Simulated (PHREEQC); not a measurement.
A solution holds 27 mmol/kgw KH2PO4, 88 mmol/kgw KOH and 58 mmol/kgw NaCl, at 20 °C. Closed to the air; pH follows from the charge balance.

Model: ion-association model, phreeqc.dat, run in PHREEQC.

No solid was allowed to form.

Task: Predict the pH, ionic strength.

Result: pH 12.57; ionic strength 0.248 mol/kgw.

Task: In which forms is P present?

Result: PO4-3 90 %, HPO4-2 9.1 %, KHPO4- 0.5 % of the P.
